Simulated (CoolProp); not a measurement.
Model: reference Helmholtz-energy equation of state, Thol 2021, in CoolProp.

### Question
For chlorine, give the phase and the density (kg/m³), cp (kJ/(kg K)), expansivity (1/kK) at -40.35 °C and 200 bar; -14.95 °C and 37.4 bar; -63.45 °C and 1.24 bar.

### Answer
- -40.35 °C and 200 bar: liquid; density 1610, cp 0.920, expansivity 1.56
- -14.95 °C and 37.4 bar: liquid; density 1520, cp 0.943, expansivity 1.83
- -63.45 °C and 1.24 bar: liquid; density 1640, cp 0.938, expansivity 1.64
